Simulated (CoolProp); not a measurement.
Vapour-liquid equilibrium of R152A (1) + methanol (2) at 0.152 MPa; x and y are mole fractions of (1).

Computed with CoolProp (multi-fluid Helmholtz-energy mixture model, Outcalt 1996 and de Reuck 1993; pair parameters Bell 2016).

```json
[
 {"x": "0.05", "bubble temperature (K)": "303.0", "y at the bubble point": "0.857", "dew temperature at overall composition x (K)": "346.9", "liquid density (mol/L)": "23.69"},
 {"x": "0.15", "bubble temperature (K)": "279.0", "y at the bubble point": "0.963", "dew temperature at overall composition x (K)": "343.9", "liquid density (mol/L)": "23.05"},
 {"x": "0.25", "bubble temperature (K)": "273.4", "y at the bubble point": "0.974", "dew temperature at overall composition x (K)": "340.6", "liquid density (mol/L)": "21.96"},
 {"x": "0.35", "bubble temperature (K)": "271.3", "y at the bubble point": "0.978", "dew temperature at overall composition x (K)": "337.0", "liquid density (mol/L)": "20.84"},
 {"x": "0.45", "bubble temperature (K)": "269.8", "y at the bubble point": "0.980", "dew temperature at overall composition x (K)": "332.8", "liquid density (mol/L)": "19.78"},
 {"x": "0.55", "bubble temperature (K)": "268.3", "y at the bubble point": "0.983", "dew temperature at overall composition x (K)": "328.0", "liquid density (mol/L)": "18.78"},
 {"x": "0.65", "bubble temperature (K)": "266.6", "y at the bubble point": "0.986", "dew temperature at overall composition x (K)": "322.1", "liquid density (mol/L)": "17.85"},
 {"x": "0.75", "bubble temperature (K)": "264.6", "y at the bubble point": "0.989", "dew temperature at overall composition x (K)": "314.6", "liquid density (mol/L)": "16.98"},
 {"x": "0.85", "bubble temperature (K)": "262.3", "y at the bubble point": "0.993", "dew temperature at overall composition x (K)": "304.0", "liquid density (mol/L)": "16.16"},
 {"x": "0.95", "bubble temperature (K)": "259.9", "y at the bubble point": "0.998", "dew temperature at overall composition x (K)": "283.8", "liquid density (mol/L)": "15.38"}
]
```

No azeotrope shows between x = 0.05 and 0.95.

Pair parameters are fitted to limited data, so mixtures are less certain than the pure fluids. With so large a gap from Raoult's law the liquid may split in two, which this calculation doesn't test in full.
